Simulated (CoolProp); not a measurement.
Fluoroethane (R161) at several states: density (kg/m³) from the reference equation and from simpler models built on Tc = 375.2 K, pc = 5.010 MPa, ω = 0.216; each cubic takes its own stable root.

The numbers come from the reference Helmholtz-energy equation of state, Wu 2012 in CoolProp.

| T (K) | p (MPa) | phase | reference |
|---|---|---|---|
| 187.3 | 0.257 | liquid | 882.8 |
| 420.2 | 5 | gas | 95.09 |
| 380.2 | 0.0349 | gas | 0.5318 |
| 188.5 | 0.026 | liquid | 881.0 |
| 190.8 | 0.177 | liquid | 878.2 |

Q: How far does each simpler model (van der Waals, Redlich-Kwong, Soave-Redlich-Kwong, Peng-Robinson) lie from the reference over these 5 states: mean and median of the absolute difference, and the worst?

A: 
- van der Waals: mean 37.3 %, median 42.6 %, worst -99.9 % at 188.5 K and 0.026 MPa
- Redlich-Kwong: mean 9.1 %, median 14.8 %, worst -14.9 % at 190.8 K and 0.177 MPa
- Soave-Redlich-Kwong: mean 8.5 %, median 13.5 %, worst -13.5 % at 188.5 K and 0.026 MPa
- Peng-Robinson: mean 2.0 %, median 2.6 %, worst -2.7 % at 187.3 K and 0.257 MPa

At some of these states van der Waals gives the other phase, because its saturation line lies elsewhere.
